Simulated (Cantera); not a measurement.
What does this Cantera script print?

```python
import numpy as np
import cantera as ct

gas_names = """
    Mg MgN MgO Mg2 N NO NO2 NO3 N2 N2O O O2 O3
""".split()
cond_names = """
    Mg(cr) Mg(L) MgO(s) MgO(L)
""".split()


# ... load() reads the species with a 1 bar reference pressure and builds the phases ...
atoms = {
    'MgO': {'Mg': 1, 'O': 1},
    'N2': {'N': 2},
}
top_T = {}  # K; cautious upper limits of use, not melting points


# ... equilibrate(T, P, feed) seeds the gas with the atoms and calls Mixture.equilibrate('TP', solver="vcs", rtol=1e-11, max_steps=5000) ...
results = []
feed = {'MgO': 1, 'N2': 2.7}  # mol
P = 101325  # Pa
for T in [2325, 2375, 2425, 2475, 2525, 2575, 2625, 2675, 2725, 2775, 2825]:
    mix = equilibrate(T, P, feed)
    results.append((T, P, feed, dict(zip(mix.species_names, mix.species_moles))))
    x = sorted(zip(gas.X, gas.species_names), reverse=True)
    print(f"T = {T:g} K  P = {P:g} Pa  gas = {mix.phase_moles(0):.4g} mol")
    print("   x: " + "  ".join(f"{s} {v:.3e}" for v, s in x if v > 1e-06))
    print("   condensed (mol): " + ("  ".join(f"{mix.phase(i).name} {mix.phase_moles(i):.4g}"
          for i in range(1, mix.n_phases) if mix.phase_moles(i) > 1e-12) or "none"))
```

Output:

```
T = 2325 K  P = 101325 Pa  gas = 2.701 mol
   x: N2 9.994e-01  Mg 3.308e-04  NO 2.325e-04  O2 3.281e-05  O 3.263e-05  MgO 4.904e-06
   condensed (mol): MgO(s) 0.9991
T = 2375 K  P = 101325 Pa  gas = 2.702 mol
   x: N2 9.990e-01  Mg 5.315e-04  NO 3.504e-04  O2 6.110e-05  O 5.885e-05  MgO 9.952e-06
   condensed (mol): MgO(s) 0.9985
T = 2425 K  P = 101325 Pa  gas = 2.704 mol
   x: N2 9.984e-01  Mg 8.402e-04  NO 5.171e-04  O2 1.100e-04  O 1.032e-04  MgO 1.960e-05
   condensed (mol): MgO(s) 0.9977
T = 2475 K  P = 101325 Pa  gas = 2.706 mol
   x: N2 9.975e-01  Mg 1.308e-03  NO 7.480e-04  O2 1.919e-04  O 1.761e-04  MgO 3.754e-05
   condensed (mol): MgO(s) 0.9964
T = 2525 K  P = 101325 Pa  gas = 2.709 mol
   x: N2 9.962e-01  Mg 2.006e-03  NO 1.062e-03  O2 3.251e-04  O 2.933e-04  MgO 7.002e-05
   condensed (mol): MgO(s) 0.9944
T = 2575 K  P = 101325 Pa  gas = 2.713 mol
   x: N2 9.943e-01  Mg 3.033e-03  NO 1.483e-03  O2 5.363e-04  O 4.773e-04  MgO 1.274e-04
   condensed (mol): MgO(s) 0.9914
T = 2625 K  P = 101325 Pa  gas = 2.72 mol
   x: N2 9.916e-01  Mg 4.524e-03  NO 2.038e-03  O2 8.629e-04  O 7.605e-04  MgO 2.264e-04
   condensed (mol): MgO(s) 0.9871
T = 2675 K  P = 101325 Pa  gas = 2.73 mol
   x: N2 9.876e-01  Mg 6.659e-03  NO 2.757e-03  O2 1.357e-03  O 1.188e-03  MgO 3.935e-04  N 1.313e-06  MgN 1.007e-06
   condensed (mol): MgO(s) 0.9807
T = 2725 K  P = 101325 Pa  gas = 2.744 mol
   x: N2 9.821e-01  Mg 9.679e-03  NO 3.679e-03  O2 2.090e-03  O 1.821e-03  MgO 6.697e-04  N 1.949e-06  MgN 1.640e-06
   condensed (mol): MgO(s) 0.9716
T = 2775 K  P = 101325 Pa  gas = 2.765 mol
   x: N2 9.742e-01  Mg 1.390e-02  NO 4.841e-03  O2 3.156e-03  O 2.745e-03  MgO 1.117e-03  N 2.848e-06  MgN 2.623e-06
   condensed (mol): MgO(s) 0.9585
T = 2825 K  P = 101325 Pa  gas = 2.793 mol
   x: N2 9.634e-01  Mg 1.972e-02  NO 6.288e-03  O2 4.682e-03  O 4.070e-03  MgO 1.830e-03  MgN 4.123e-06  N 4.099e-06
   condensed (mol): MgO(s) 0.9398
```

Equilibrium computed with Cantera from the NASA thermochemical tables; the gas is ideal and each condensed phase is pure.
